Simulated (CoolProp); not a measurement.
Values from CoolProp's reference Helmholtz-energy equation of state, Thol 2014.

For diethyl ether, give the phase and the cv (kJ/(kg K)), Joule-Thomson coefficient (K/MPa) at 443.4 K and 0.101 MPa; 458.4 K and 0.101 MPa; 465.8 K and 0.101 MPa.


- 443.4 K and 0.101 MPa: gas; cv 1.98, Joule-Thomson coefficient 9.33
- 458.4 K and 0.101 MPa: gas; cv 2.02, Joule-Thomson coefficient 8.40
- 465.8 K and 0.101 MPa: gas; cv 2.04, Joule-Thomson coefficient 7.99
